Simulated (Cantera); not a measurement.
Standard-state values (1 bar) from the NASA 1993 polynomials, evaluated with Cantera. Values are per mole of reaction as written; species without (g) are pure solids or liquids, kept so even where they would boil at 1 bar.

Na2S + H2(g) → 2 Na + H2S(g)

```tsv
T (K)	ΔH° (kJ)	ΔS° (J/K)	ΔG° (kJ)	log10 K
625	345.3	82.9	293.5	-24.53
725	…	…	…	…
825	…	…	…	…
925	339.6	75.5	269.8	-15.23
1025	337.6	73.4	262.3	-13.37
```

Q: Some entries are withheld; supply them.

A: 
- 725, ΔH° (kJ): 343.4
- 725, ΔS° (J/K): 80.2
- 725, ΔG° (kJ): 285.3
- 725, log10 K: -20.56
- 825, ΔH° (kJ): 341.5
- 825, ΔS° (J/K): 77.7
- 825, ΔG° (kJ): 277.4
- 825, log10 K: -17.56
